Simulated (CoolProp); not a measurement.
The numbers come from the reference Helmholtz-energy equation of state, Platzer 1990 in CoolProp. This equation is an older, rougher fit; its heat capacities, sound speeds and derivatives of the liquid may be far off and weren't checked against measurements.

Q: Give the vapour pressure (bar), liquid density (kg/m³), enthalpy of vaporisation (kJ/kg), liquid viscosity (µPa s) of saturated CF4 (R14) at 159.7, 166.1 K.

A: 
```json
[
 {"T (K)": "159.7", "p (bar)": "2.55", "liquid density (kg/m³)": "1520", "enthalpy of vaporisation (kJ/kg)": "126", "liquid viscosity (µPa s)": "182"},
 {"T (K)": "166.1", "p (bar)": "3.61", "liquid density (kg/m³)": "1480", "enthalpy of vaporisation (kJ/kg)": "122", "liquid viscosity (µPa s)": "164"}
]
```

Viscosity comes from a separate model (Huber 2003), an estimate that may be off by 10 % or more.
